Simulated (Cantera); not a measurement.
An isothermal, constant-pressure homogeneous reactor starts with NO : N2 = 1 : 0.26 (molar parts), at 2175 K and 1330 Pa.

Detailed kinetics in Cantera: GRI-Mech 3.0 (53 species, 325 reactions). Radical loss at walls, strong at low pressure, is not modelled.

x: mole fraction; the columns are a selection and need not sum to one.

```tsv
t (s)	x NO	x N2O	x NO2	x N2	x O
2.00e-6	0.794	6.28e-8	<1e-12	0.206	6.28e-8
8.40e-6	0.794	2.63e-7	9.95e-12	0.206	2.64e-7
3.53e-5	0.794	1.10e-6	1.75e-10	0.206	1.11e-6
0.000148	0.794	4.61e-6	(withheld)	0.206	4.67e-6
0.000621	0.794	1.89e-5	(withheld)	0.206	2.00e-5
0.00261	0.793	7.24e-5	(withheld)	0.206	9.05e-5
0.0110	0.793	0.000207	(withheld)	0.207	0.000458
0.0460	0.787	0.000245	(withheld)	0.209	0.00194
0.193	0.747	0.000164	(withheld)	0.228	0.00410
0.811	0.528	5.94e-5	(withheld)	0.337	0.00755
3.40	0.0818	1.11e-6	(withheld)	0.559	0.0118
14.3	0.0145	8.00e-8	2.96e-6	0.592	0.0124
60.0	0.0140	7.79e-8	2.86e-6	0.592	0.0124
```

**Question.** Fill in the missing entries.

**Answer.** 
- 0.000148, x NO2: 3.01e-9
- 0.000621, x NO2: 4.86e-8
- 0.00261, x NO2: 6.16e-7
- 0.0110, x NO2: 4.57e-6
- 0.0460, x NO2: 1.57e-5
- 0.193, x NO2: 3.38e-5
- 0.811, x NO2: 6.08e-5
- 3.40, x NO2: 1.60e-5
